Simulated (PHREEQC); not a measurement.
Solution (44 °C): 11 mmol/kgw (NH4)2SO4. Closed to the air; pH follows from the charge balance.

All values are PHREEQC results (ion-association model, wateq4f.dat), not measurements.

| quantity | before | after |
|---|---|---|
| pH | 5.38 | 6.84 |
| ionic strength (mol/kgw) | 0.0303 | 0.0330 |
| SO4-2 (mol/kgw) | 0.00967 | 0.0110 |
| HSO4- (mol/kgw) | 3.71e-6 | 1.44e-7 |

**Question.** Name the change that produced these shifts.
A) (NH4)2SO4 replaced by Rb2SO4 at the same molality
B) temperature from 44 to 90 °C
C) 0.0037 mol/kgw Li2SO4 added
D) (NH4)2SO4 from 0.011 to 0.0165 mol/kgw
E) temperature from 44 to 35 °C

**Answer.** A, (NH4)2SO4 replaced by Rb2SO4 at the same molality

No solid was allowed to form. Away from 25 °C the constants follow the database's enthalpies or fits; those with neither stay at their 25 °C values.
